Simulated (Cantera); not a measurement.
## Thermodynamics of fluorocarbon and chlorocarbon gases, feed CH3Cl + HCl

A closed system holds: 1 mol CH3Cl, 0.89 mol HCl, held at 2377 °C and 9.50 mbar.

Cantera equilibrium calculation (NASA polynomials, part measured and part estimated; ideal gas, pure solids and liquids). Candidate condensed phases: C, C6H6, C7H8, C8H18; 91 gas species. The numbers say what is thermodynamically allowed, not how fast it happens.

```yaml
x(HCl): 0.303
x(H2): 0.247
x(H): 0.239
x(Cl): 0.205
x(C2H2 (acetylene)): 0.00484
x(C3): 0.000471
x(C2H): 0.000454
x(C): 0.000122
x(C2HCl): 8.58e-5
n(C(graphite)): 0.953 mol
gas_amount: 3.718 mol
```
